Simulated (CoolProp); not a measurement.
Normal hydrogen along the isotherm -238.95 °C: Z from the reference equation and from simpler models built on Tc = -240.0 °C, pc = 1296 kPa, ω = -0.219; each cubic takes its own stable root.

Computed with CoolProp (reference Helmholtz-energy equation of state, Leachman 2009).

```csv
p (kPa),phase,reference
194,gas,0.9538
389,gas,0.9039
583,gas,0.8497
778,gas,0.7891
972,gas,0.7198
1170,gas,0.6323
1360,supercritical,0.5098
1560,supercritical,0.2937
1750,supercritical,0.2777
1940,supercritical,0.2883
```

Problem. How far does each simpler model (van der Waals, Soave-Redlich-Kwong, Peng-Robinson) lie from the reference over these 10 states: mean and median of the absolute difference, and the worst?

Solution. 
- van der Waals: mean 8.7 %, median 3.0 %, worst +26.1 % at -238.95 °C and 1940 kPa
- Soave-Redlich-Kwong: mean 3.1 %, median 1.5 %, worst +8.5 % at -238.95 °C and 1750 kPa
- Peng-Robinson: mean 3.4 %, median 2.8 %, worst -7.7 % at -238.95 °C and 1360 kPa
